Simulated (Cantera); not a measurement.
## C₂H₄ + O₂ + N₂ + NH₃ (carbon deposition, reforming and gasification)

Charge: 1 mol C₂H₄, 0.078 mol O₂, 7.4 mol N₂, 2 mol NH₃, at 10000 Pa.

Cantera equilibrium calculation (NASA polynomials, part measured and part estimated; ideal gas, pure solids and liquids). Candidate condensed phases: C, C₆H₆, C₇H₈, C₈H₁₈, H₂O; 169 gas species. Ions and electrons are included (thermal ionisation). Rates play no part.

```
T (°C)   x N₂     x H      x H₂       x C       x N     x HCN      x CN     x HNC     x CO  x C₂H₂ (acetylene)  n C(graphite)
------  -----  ------  --------  --------  --------  --------  --------  --------  -------  ------------------  -------------
2227    0.588  0.0448     0.318   1.66e-6   7.09e-7    0.0306  0.000250   0.00358   0.0112             0.00344           1.27
2727    0.510   0.209     0.175  0.000507   3.14e-5    0.0597   0.00736    0.0113   0.0102              0.0109         0.0449
3227    0.441   0.423    0.0512   0.00935  0.000465    0.0197    0.0252   0.00521  0.00866             0.00109              0
3727    0.409   0.486   0.00931    0.0408   0.00359   0.00291    0.0317  0.000986  0.00795             2.16e-5              0
4227    0.395   0.488   0.00200    0.0667    0.0179  0.000311    0.0201  0.000128  0.00768             2.24e-7              0
4727    0.364   0.477  0.000549    0.0766    0.0633   3.82e-5    0.0106   1.82e-5  0.00735             3.32e-9              0
```
x: gas mole fraction; n: condensed amount in mol.

From 2227 °C to 2727 °C the condensed part is C(graphite). From 3227 °C to 4727 °C nothing is condensed. The main C-bearing gas is HCN at 2227 °C and C at 4727 °C.
